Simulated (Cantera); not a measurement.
What does this Cantera script print?

```python
import numpy as np
import cantera as ct

gas_names = """
    CL CL2 H HCL H2 N NH NH2 NH3 N2 N2H2 N2H4 Si SiCL SiCL2 SiCL3 SiCL4 SiH SiHCL3 SiH2 SiH2CL2 SiH3
    SiH3CL SiH4 SiN Si2 Si2N Si3
""".split()
cond_names = """
    NH4CL(a) NH4CL(b) Si(cr) Si(L) Si3N4(a)
""".split()


def load(file, names, dense=False):
    # The tables refer to 1 bar. Condensed volumes are neglected.
    table = {s.name: s for s in ct.Species.list_from_file(file)}
    out = []
    for n in names:
        d = dict(table[n].input_data)
        d["thermo"] = dict(d["thermo"], **{"reference-pressure": 1e5})
        if dense:
            d["equation-of-state"] = {"model": "constant-volume", "density": "1e6 g/cm^3"}
        out.append(ct.Species.from_dict(d))
    return out


gas = ct.Solution(thermo="ideal-gas", species=load("nasa_gas.yaml", gas_names))
cond = {s.name: ct.Solution(thermo="fixed-stoichiometry", species=[s], name=s.name)
        for s in load("nasa_condensed.yaml", cond_names, dense=True)}
atoms = {
    'SiCl4': {'Si': 1, 'CL': 4},
    'N2': {'N': 2},
    'NH3': {'N': 1, 'H': 3},
}
top_T = {'Si3N4(a)': 2400}  # K; cautious upper limits of use, not melting points


def equilibrate(T, P, feed):
    n = {}
    for name, mol in feed.items():
        for a, k in atoms[name].items():
            n[a] = n.get(a, 0.0) + k * mol
    gas.TPX = T, P, n
    mass = sum(n.values()) * gas.mean_molecular_weight
    gas.equilibrate("TP")
    valid = [c for c in cond.values() if c.min_temp <= T <= top_T.get(c.name, c.max_temp)]
    mix = ct.Mixture([(gas, mass / gas.mean_molecular_weight)] + [(c, 0.0) for c in valid])
    mix.T, mix.P = T, P
    mix.equilibrate("TP", solver="vcs", rtol=1e-11, max_steps=5000)
    return mix


results = []
T = 798.15  # K
P = 44000  # Pa
for m in [0.94, 1.2, 1.6, 2.1, 2.7, 3.6, 4.7, 6.1, 7.9, 10, 14]:
    feed = {'SiCl4': 1, 'N2': 83, 'NH3': m}  # mol
    mix = equilibrate(T, P, feed)
    results.append((T, P, feed, dict(zip(mix.species_names, mix.species_moles))))

top = {s: max(r[3][s] / sum(r[3][g] for g in gas_names) for r in results) for s in gas_names}
cols = sorted((s for s in top if top[s] > 1e-05), key=lambda s: -top[s])[:7]
seen = [c for c in cond_names if any(r[3].get(c, 0) > 1e-12 for r in results)]
print("log10 of partial pressures in bar; condensed amounts in mol")
print(f"{'n(NH3)':>10s}" + "".join(f"{s[:9]:>10s}" for s in cols + seen))
for T, P, feed, n in results:
    ng = sum(n[g] for g in gas_names)
    print(f"{feed['NH3']:10.4g}" + "".join(f"{np.log10(max(n[s] / ng * P / 1e5, 1e-99)):10.3f}" for s in cols)
          + "".join(f"{n.get(c, 0):10.4g}" for c in seen))
```

It prints:

```
log10 of partial pressures in bar; condensed amounts in mol
    n(NH3)        N2        H2       HCL     SiCL4       NH3  Si3N4(a)
      0.94    -0.371    -2.638    -2.008    -2.575    -6.659      0.16
       1.2    -0.374    -2.465    -1.942    -2.653    -6.401    0.1876
       1.6    -0.377    -2.269    -1.874    -2.773    -6.108    0.2215
       2.1    -0.381    -2.090    -1.822    -2.919    -5.842    0.2526
       2.7    -0.386    -1.932    -1.786    -3.089    -5.608    0.2779
       3.6    -0.393    -1.762    -1.761    -3.325    -5.356    0.3005
       4.7    -0.400    -1.616    -1.752    -3.575    -5.140    0.3144
       6.1    -0.410    -1.483    -1.753    -3.840    -4.946    0.3227
       7.9    -0.421    -1.362    -1.763    -4.112    -4.770    0.3275
        10    -0.434    -1.261    -1.777    -4.366    -4.624    0.3299
        14    -0.456    -1.128    -1.807    -4.734    -4.437    0.3318
```

Equilibrium computed with Cantera from the NASA thermochemical tables; the gas is ideal and each condensed phase is pure.
